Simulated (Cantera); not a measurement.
## Carbothermic reduction: Fe3O4 + C + CO

Input: 1 mol Fe3O4, 2.3 mol C, 0.7 mol CO, equilibrated at 150000 Pa.

Method: chemical equilibrium by Gibbs-energy minimisation in Cantera with the NASA 1993 tables (ideal gas, pure condensed phases). Candidate condensed phases: C, Fe, Fe(CO)5, FeO, Fe2O3, Fe3O4; 15 gas species. Each liquid is taken as pure. Mutual solubility and eutectic melting of coexisting phases are not modelled. The tables' stoichiometric FeO is somewhat more stable than real wüstite, so its field is too wide. FeO: taken at fixed stoichiometry. Rates play no part.

At 800 °C the condensed part is Fe(α) + FeO(s). From 950 °C to 1250 °C the condensed part is Fe(γ) + FeO(s). At 1400 °C the condensed part is Fe(δ) + FeO(l). From 1550 °C to 2000 °C the condensed part is Fe(l) + FeO(l).

```json
[
 {"T (°C)": "800", "log p CO": "0.09", "log p CO2": "-0.55", "log p Fe": "<-11", "log p FeO": "<-11", "log p O": "<-11", "log p O2": "<-11", "n Fe(α)": "1.86", "n FeO(s)": "1.14", "n Fe(γ)": "0", "n Fe(δ)": "0", "n FeO(l)": "0", "n Fe(l)": "0"},
 {"T (°C)": "950", "log p CO": "0.10", "log p CO2": "-0.61", "log p Fe": "-9.98", "log p FeO": "<-11", "log p O": "<-11", "log p O2": "<-11", "n Fe(α)": "0", "n FeO(s)": "1.20", "n Fe(γ)": "1.80", "n Fe(δ)": "0", "n FeO(l)": "0", "n Fe(l)": "0"},
 {"T (°C)": "1100", "log p CO": "0.11", "log p CO2": "-0.65", "log p Fe": "-8.11", "log p FeO": "-11.21", "log p O": "<-11", "log p O2": "<-11", "n Fe(α)": "0", "n FeO(s)": "1.25", "n Fe(γ)": "1.75", "n Fe(δ)": "0", "n FeO(l)": "0", "n Fe(l)": "0"},
 {"T (°C)": "1250", "log p CO": "0.11", "log p CO2": "-0.69", "log p Fe": "-6.61", "log p FeO": "-9.34", "log p O": "-11.22", "log p O2": "<-11", "n Fe(α)": "0", "n FeO(s)": "1.29", "n Fe(γ)": "1.71", "n Fe(δ)": "0", "n FeO(l)": "0", "n Fe(l)": "0"},
 {"T (°C)": "1400", "log p CO": "0.12", "log p CO2": "-0.73", "log p Fe": "-5.40", "log p FeO": "-7.83", "log p O": "-9.62", "log p O2": "-10.29", "n Fe(α)": "0", "n FeO(s)": "0", "n Fe(γ)": "0", "n Fe(δ)": "1.68", "n FeO(l)": "1.32", "n Fe(l)": "0"},
 {"T (°C)": "1550", "log p CO": "0.13", "log p CO2": "-0.81", "log p Fe": "-4.39", "log p FeO": "-6.64", "log p O": "-8.34", "log p O2": "-9.04", "n Fe(α)": "0", "n FeO(s)": "0", "n Fe(γ)": "0", "n Fe(δ)": "0", "n FeO(l)": "1.39", "n Fe(l)": "1.61"},
 {"T (°C)": "1700", "log p CO": "0.13", "log p CO2": "-0.85", "log p Fe": "-3.57", "log p FeO": "-5.63", "log p O": "-7.23", "log p O2": "-7.92", "n Fe(α)": "0", "n FeO(s)": "0", "n Fe(γ)": "0", "n Fe(δ)": "0", "n FeO(l)": "1.42", "n Fe(l)": "1.58"},
 {"T (°C)": "1850", "log p CO": "0.14", "log p CO2": "-0.89", "log p Fe": "-2.88", "log p FeO": "-4.78", "log p O": "-6.27", "log p O2": "-6.96", "n Fe(α)": "0", "n FeO(s)": "0", "n Fe(γ)": "0", "n Fe(δ)": "0", "n FeO(l)": "1.44", "n Fe(l)": "1.56"},
 {"T (°C)": "2000", "log p CO": "0.14", "log p CO2": "-0.92", "log p Fe": "-2.28", "log p FeO": "-4.04", "log p O": "-5.44", "log p O2": "-6.13", "n Fe(α)": "0", "n FeO(s)": "0", "n Fe(γ)": "0", "n Fe(δ)": "0", "n FeO(l)": "1.46", "n Fe(l)": "1.53"}
]
```
log p: log10 of the partial pressure in bar; n: condensed amount in mol.
